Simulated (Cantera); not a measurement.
## Equilibrium for carbon deposition, reforming and gasification: CH4 + H2O + N2

Feed: 1 mol CH4, 0.098 mol H2O, 0.86 mol N2, equilibrated at 0.0133 bar.

Cantera equilibrium calculation (NASA polynomials, part measured and part estimated; ideal gas, pure solids and liquids). Candidate condensed phases: C, C6H6, C7H8, C8H18, H2O; 136 gas species. The numbers say what is thermodynamically allowed, not how fast it happens.

```json
[
 {"T (°C)": "1002", "log p H2": "-2.04", "log p N2": "-2.43", "log p H": "-7.15", "log p CO": "-3.37", "log p HCN": "-6.02", "n C(graphite)": "0.902"},
 {"T (°C)": "1102", "log p H2": "-2.04", "log p N2": "-2.43", "log p H": "-6.48", "log p CO": "-3.37", "log p HCN": "-5.63", "n C(graphite)": "0.901"},
 {"T (°C)": "1202", "log p H2": "-2.04", "log p N2": "-2.43", "log p H": "-5.91", "log p CO": "-3.37", "log p HCN": "-5.29", "n C(graphite)": "0.901"},
 {"T (°C)": "1302", "log p H2": "-2.04", "log p N2": "-2.43", "log p H": "-5.40", "log p CO": "-3.37", "log p HCN": "-4.99", "n C(graphite)": "0.899"},
 {"T (°C)": "1402", "log p H2": "-2.04", "log p N2": "-2.43", "log p H": "-4.95", "log p CO": "-3.37", "log p HCN": "-4.73", "n C(graphite)": "0.897"},
 {"T (°C)": "1502", "log p H2": "-2.04", "log p N2": "-2.43", "log p H": "-4.56", "log p CO": "-3.37", "log p HCN": "-4.50", "n C(graphite)": "0.894"},
 {"T (°C)": "1602", "log p H2": "-2.04", "log p N2": "-2.43", "log p H": "-4.20", "log p CO": "-3.37", "log p HCN": "-4.30", "n C(graphite)": "0.889"},
 {"T (°C)": "1702", "log p H2": "-2.05", "log p N2": "-2.43", "log p H": "-3.89", "log p CO": "-3.37", "log p HCN": "-4.11", "n C(graphite)": "0.881"},
 {"T (°C)": "1802", "log p H2": "-2.05", "log p N2": "-2.44", "log p H": "-3.60", "log p CO": "-3.37", "log p HCN": "-3.95", "n C(graphite)": "0.869"},
 {"T (°C)": "1902", "log p H2": "-2.06", "log p N2": "-2.44", "log p H": "-3.34", "log p CO": "-3.38", "log p HCN": "-3.81", "n C(graphite)": "0.854"},
 {"T (°C)": "2002", "log p H2": "-2.08", "log p N2": "-2.45", "log p H": "-3.11", "log p CO": "-3.38", "log p HCN": "-3.68", "n C(graphite)": "0.833"},
 {"T (°C)": "2102", "log p H2": "-2.10", "log p N2": "-2.46", "log p H": "-2.90", "log p CO": "-3.39", "log p HCN": "-3.58", "n C(graphite)": "0.807"},
 {"T (°C)": "2202", "log p H2": "-2.14", "log p N2": "-2.48", "log p H": "-2.72", "log p CO": "-3.40", "log p HCN": "-3.49", "n C(graphite)": "0.775"}
]
```
log p: log10 of the partial pressure in bar; n: condensed amount in mol.

From 1002 °C to 2202 °C the condensed part is C(graphite). The main C-bearing gas is CO throughout. The share of C in condensed phases is highest at 1002 °C (90.2 %) and lowest at 2202 °C (77.5 %).
